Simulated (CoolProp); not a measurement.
n-pentane at several states: fugacity coefficient from the reference equation and from simpler models built on Tc = 196.5 °C, pc = 3.368 MPa, ω = 0.251; each cubic takes its own stable root.

Values from CoolProp's reference Helmholtz-energy equation of state, Thol 2019.

| T (°C) | p (MPa) | phase | reference | Redlich-Kwong | Soave-Redlich-Kwong | Peng-Robinson |
|---|---|---|---|---|---|---|
| 274.85 | 3.74 | supercritical | 0.7909 | 0.7753 | 0.7960 | 0.7703 |
| -77.85 | 0.437 | liquid | 0.0002942 | 0.0009264 | 0.0002826 | 0.0003314 |
| -30.05 | 0.0869 | liquid | 0.05853 | 0.1391 | 0.05677 | 0.06043 |
| -28.35 | 0.331 | liquid | 0.01721 | 0.04055 | 0.01673 | 0.01774 |
| -19.35 | 0.23 | liquid | 0.04084 | 0.09119 | 0.03983 | 0.04177 |
| 307.05 | 0.0204 | gas | 0.9990 | 0.9989 | 0.9990 | 0.9989 |
